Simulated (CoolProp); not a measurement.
The fluid at 277.48 K and 0.0352 MPa is compressed adiabatically to 0.0787 MPa with isentropic efficiency 0.85. The same conditions are run with several fluids, on thermodynamics alone (safety and materials aside).

Computed with CoolProp (reference Helmholtz-energy equation of state of each fluid (R245ca: Zhou 2016; R407C: Lemmon 2003; R22: Kamei 1995; CH3F (R41): Lemmon 2006; methane: Setzmann 1991)). Blends and air are pseudo-pure fits.

```tsv
fluid	work (kJ/kg)	final temperature (K)	final density (kg/m³)
R245ca	16.4	297.5	4.40
R407C	26.4	310.5	2.66
R22	26.6	319.0	2.59
CH3F (R41)	70.0	340.3	0.951
methane	150	343.8	0.442
```
